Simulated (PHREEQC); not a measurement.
0.13 g of hydrous ferric oxide (600 m²/g; 0.2 weak and 0.005 strong sites per Fe, Dzombak-Morel constants, diffuse double layer) in 1 kg of water with 0.1 mol/kgw of an inert sodium salt, at 25 °C; the pH is set by adding NaOH or the inert anion's acid. Oxygen alone is held at its pressure in air (log pO2 = -0.68). The system is closed to CO2. Nothing may precipitate in this run.

Base run: PHREEQC, ion-association model, wateq4f.dat. Each further column changes one thing. The table gives surface potential ψ (mV).

```
pH    base  background salt from 0.1 to 0.01 mol/kgw  oxide from 0.13 to 0.65 g/kgw
----  ----  ----------------------------------------  -----------------------------
4      147                                       [?]                            146
4.38   141                                       174                            141
5.12   123                                       [?]                            123
5.5    111                                       132                            111
5.88    98                                       [?]                             98
6.62    69                                       [?]                             69
7       52                                        61                             52
7.38    35                                        40                             35
8.12     0                                        -1                              0
8.5    -19                                       -22                            -19
8.88   -37                                       [?]                            -37
9.62   -70                                       [?]                            -70
10     -85                                      -100                            -85
```

### Question
Some entries are withheld; supply them.

### Answer

- 4, background salt from 0.1 to 0.01 mol/kgw: 185
- 5.12, background salt from 0.1 to 0.01 mol/kgw: 148
- 5.88, background salt from 0.1 to 0.01 mol/kgw: 116
- 6.62, background salt from 0.1 to 0.01 mol/kgw: 80
- 8.88, background salt from 0.1 to 0.01 mol/kgw: -42
- 9.62, background salt from 0.1 to 0.01 mol/kgw: -81
